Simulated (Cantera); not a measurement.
A freely propagating, adiabatic, planar premixed flame of H2 : O2 : N2 = 1 : 0.455 : 1.71 (molar parts), unburnt at 475 K and 165 Torr; mixture-averaged transport, grid criteria slope 0.08 and curve 0.16, no radiation.

Model: the H2/O2 subset of GRI-Mech 3.0, which has no nitrogen chemistry, integrated in Cantera. Burning velocities carry a grid error of a few per cent, more on coarse grids.

x: mole fraction of selected species; z is measured from the peak of heat release.

```
z (mm)  T (K)  u (m/s)    x H2    x O2       x O      x H    x HO2      x OH
------  -----  -------  ------  ------  --------  -------  -------  --------
-9.41     475     4.53   0.316   0.144     <1e-8    <1e-8    <1e-8     <1e-8
-6.27     475     4.53   0.316   0.144     <1e-8    <1e-8    <1e-8     <1e-8
-4.71     475     4.53   0.316   0.144     <1e-8    <1e-8    <1e-8     <1e-8
-3.14     475     4.53   0.316   0.144     <1e-8    <1e-8  3.11e-8     <1e-8
-1.57     479     4.56   0.315   0.144   2.07e-6  4.78e-5  7.70e-5   1.36e-5
-0.784    650     6.08   0.289   0.140  0.000147  0.00606  7.47e-5  0.000554
0        1105     9.98   0.162  0.0962   0.00609   0.0558  2.47e-5   0.00284
0.784    1406     12.5  0.0640  0.0348    0.0126   0.0852  8.04e-6   0.00811
1.57      ___     13.6  0.0562     ___    0.0129   0.0785      ___       ___
3.14     1674     14.7  0.0579  0.0226    0.0119   0.0650  3.88e-6    0.0131
6.27     1829     15.9  0.0588     ___       ___      ___      ___    0.0153
12.5     1988     17.0  0.0575  0.0157   0.00786   0.0371  1.97e-6    0.0166
25.1     2138     18.1  0.0543  0.0120   0.00552   0.0256  1.39e-6    0.0166
```

Question: What belongs in the gaps?

Answer: 
- 1.57, T (K): 1532
- 1.57, x O2: 0.0259
- 1.57, x HO2: 5.27e-6
- 1.57, x OH: 0.0106
- 6.27, x O2: 0.0192
- 6.27, x O: 0.0101
- 6.27, x H: 0.0506
- 6.27, x HO2: 2.80e-6
